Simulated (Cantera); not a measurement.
Feed: 1 mol SiC, 0.0028 mol Si, 5.1 mol N2, 0.88 mol C, at 2648 K and 0.0100 bar.

Equilibrium computed with Cantera from the NASA thermochemical tables; the gas is ideal and each condensed phase is pure. Candidate condensed phases: C, Si, SiC, Si3N4; 20 gas species. The tables' values for SiN are old estimates; treat these amounts as uncertain. Rates play no part.

Base state: N2 0.837, Si 0.110, SiC2 0.0425, Si2C 0.00550, CN 0.00301, SiN 0.000820, C3 0.000435, Si2 0.000293 (mole fractions); condensed: C(graphite).

### Question
What changes in the equilibrium state with this change: pressure from 0.0100 bar to 4.80e-5 bar?

### Answer
| species | before | after |
|---|---|---|
| N2 | 0.837 | 0.741 |
| Si | 0.110 | 0.118 |
| C3 | 0.000435 | 0.0505 |
| CN | 0.00301 | 0.0336 |
| C | 0.000114 | 0.0195 |
| SiC2 | 0.0425 | 0.0309 |
| Si2N | 5.39e-5 | 1.94e-8 |
| Si2C | 0.00550 | 2.50e-5 |
| Si2 | 0.000293 | 1.62e-6 |
| C(graphite), mol | 1.30 | 0 |

### Question
What changes in the equilibrium state with this change: pressure from 0.0100 bar to 0.00133 bar?

### Answer
```
species             before     after
----------------  --------  --------
N2                   0.837     0.825
Si                   0.110     0.116
SiC2                0.0425    0.0449
CN                 0.00301   0.00818
Si2N               5.39e-5   2.90e-6
C                 0.000114  0.000851
C2                 4.13e-5  0.000309
C5                 2.38e-6   1.79e-5
C3                0.000435   0.00326
C(graphite), mol      1.30      1.20
```
